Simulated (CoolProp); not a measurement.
Vapour-liquid equilibrium of propylene (1) + dimethyl ether (2) at -13.65 °C; x and y are mole fractions of (1).

The numbers come from the multi-fluid Helmholtz-energy mixture model, Lemmon 2013 and Wu 2011; pair parameters Bell 2016 in CoolProp.

Q: Give the bubble pressure and the first vapour's composition at x = 0.2, 0.8, 0.95. Is there an azeotrope?

A: x = 0.2: 0.2173 MPa, y = 0.393; x = 0.8: 0.3451 MPa, y = 0.883; x = 0.95: 0.3713 MPa, y = 0.970. No azeotrope shows between x = 0.05 and 0.95.

Pair parameters are fitted to limited data, so mixtures are less certain than the pure fluids.
